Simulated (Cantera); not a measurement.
Input: 1 mol S, 6.1 mol H2O, 0.11 mol O2, equilibrated at 0.100 bar.

Equilibrium computed with Cantera from the NASA thermochemical tables; the gas is ideal and each condensed phase is pure. Candidate condensed phases: H2O, H2SO4, S; 34 gas species. Ions and electrons are included (thermal ionisation). Equilibrium is a limit: real reactors are often held back by kinetics, nucleation or transport.

Question: At 4477 °C, list the 4 most abundant gas species with their mole fractions, and the condensed phases.

Answer: H 0.623, O 0.322, S 0.0509, H2 0.00169. Condensed: gas only.
